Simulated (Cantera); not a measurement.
Cantera run:

```python
import numpy as np
import cantera as ct

gas_names = [...]  # 113 gases of nasa_gas.yaml made of C, H, O, Ti
cond_names = """
    C(gr) C6H6(L) C7H8(L) C8H18(L),n-octa H2O(s) H2O(L) Ti(a) Ti(b) Ti(L) TiC(s) TiC(L) TiO(a) TiO(b)
    TiO(L) TiO2(ru) TiO2(L) Ti2O3(a) Ti2O3(b) Ti2O3(L) Ti3O5(a) Ti3O5(b) Ti3O5(L) Ti4O7(s) Ti4O7(L)
""".split()


# ... load() reads the species with a 1 bar reference pressure and builds the phases ...
atoms = {
    'Ti': {'Ti': 1},
    'H2O': {'H': 2, 'O': 1},
    'CO': {'C': 1, 'O': 1},
    'CH4': {'C': 1, 'H': 4},
}
top_T = {'C(gr)': 4500}  # K; cautious upper limits of use, not melting points


# ... equilibrate(T, P, feed) seeds the gas with the atoms and calls Mixture.equilibrate('TP', solver="vcs", rtol=1e-11, max_steps=5000) ...
results = []
feed = {'Ti': 1, 'H2O': 0.023, 'CO': 33, 'CH4': 0.043}  # mol
P = 6500  # Pa
for T in [1198, 1298, 1398, 1498, 1598, 1698, 1798, 1898]:
    mix = equilibrate(T, P, feed)
    results.append((T, P, feed, dict(zip(mix.species_names, mix.species_moles))))
    x = sorted(zip(gas.X, gas.species_names), reverse=True)
    print(f"T = {T:g} K  P = {P:g} Pa  gas = {mix.phase_moles(0):.4g} mol")
    print("   x: " + "  ".join(f"{s} {v:.3e}" for v, s in x if v > 0.001))
    print("   condensed (mol): " + ("  ".join(f"{mix.phase(i).name} {mix.phase_moles(i):.4g}"
          for i in range(1, mix.n_phases) if mix.phase_moles(i) > 1e-12) or "none"))
```

Result:

```
T = 1198 K  P = 6500 Pa  gas = 31.09 mol
   x: CO 9.952e-01  H2 3.500e-03  CO2 1.252e-03
   condensed (mol): C(gr) 2.059  TiO2(ru) 1
T = 1298 K  P = 6500 Pa  gas = 31.37 mol
   x: CO 9.962e-01  H2 3.472e-03
   condensed (mol): C(gr) 1.781  Ti4O7(s) 0.25
T = 1398 K  P = 6500 Pa  gas = 31.46 mol
   x: CO 9.964e-01  H2 3.463e-03
   condensed (mol): C(gr) 1.69  Ti3O5(b) 0.3333
T = 1498 K  P = 6500 Pa  gas = 32.54 mol
   x: CO 9.965e-01  H2 3.347e-03
   condensed (mol): TiC(s) 0.6093  Ti2O3(b) 0.1953
T = 1598 K  P = 6500 Pa  gas = 32.54 mol
   x: CO 9.966e-01  H2 3.342e-03
   condensed (mol): TiC(s) 0.6092  Ti2O3(b) 0.1954
T = 1698 K  P = 6500 Pa  gas = 32.54 mol
   x: CO 9.965e-01  H2 3.332e-03
   condensed (mol): TiC(s) 0.6092  Ti2O3(b) 0.1954
T = 1798 K  P = 6500 Pa  gas = 32.54 mol
   x: CO 9.965e-01  H2 3.308e-03
   condensed (mol): TiC(s) 0.6091  Ti2O3(b) 0.1954
T = 1898 K  P = 6500 Pa  gas = 32.55 mol
   x: CO 9.965e-01  H2 3.260e-03
   condensed (mol): TiC(s) 0.6091  Ti2O3(b) 0.1954
```

These are equilibrium values from Cantera (NASA tables, ideal gas, pure condensed phases), not measurements of a reactor. Mutual solubility and eutectic melting of coexisting phases are not modelled. TiC: taken at fixed stoichiometry. Condensed phases not in the tables: Magnéli phases beyond Ti4O7.
